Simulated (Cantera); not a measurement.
**Pyrogenic steam for wet oxidation**

An isothermal, constant-pressure homogeneous reactor starts with 7.89 % H2, 5.26 % O2, 84.1 % N2, 2.73 % H2O, equivalence ratio 0.75, at 1100 K and 0.987 atm.

Computed with Cantera and GRI-Mech 3.0 (53 species, 325 reactions). The temperature is held fixed by assumption; the heat of reaction is taken as removed at once.

```tsv
t (s)	x H2	x O2	x NO	x OH	x H2O	x O
2.00e-6	0.0789	0.0526	<1e-12	2.28e-12	0.0273	3.27e-12
7.02e-6	0.0789	0.0526	<1e-12	1.38e-11	0.0273	2.70e-11
2.47e-5	0.0789	0.0526	<1e-12	9.77e-11	0.0273	2.16e-10
8.66e-5	0.0789	0.0526	<1e-12	4.27e-9	0.0273	9.61e-9
0.000304	0.0480	0.0385	1.61e-7	0.000837	0.0545	0.00125
0.00107	0.00100	0.0141	1.26e-6	0.000103	0.109	4.11e-5
0.00375	0.000198	0.0138	1.21e-6	2.17e-5	0.110	3.14e-6
0.0132	4.31e-5	0.0137	1.11e-6	6.81e-6	0.111	2.98e-7
0.0462	5.94e-6	0.0137	1.04e-6	2.95e-6	0.111	3.21e-8
0.162	1.92e-7	0.0137	1.15e-6	1.62e-6	0.111	6.07e-9
0.570	5.33e-9	0.0137	1.25e-6	9.50e-7	0.111	2.01e-9
2.00	2.05e-9	0.0137	1.26e-6	5.85e-7	0.111	7.64e-10
```
x: mole fraction; the columns are a selection and need not sum to one.

Equilibrium at this temperature and pressure: H2 1.25e-9, O2 0.0137, NO 2.30e-5, OH 3.62e-7, H2O 0.111, O 2.94e-10 (gas phase only).
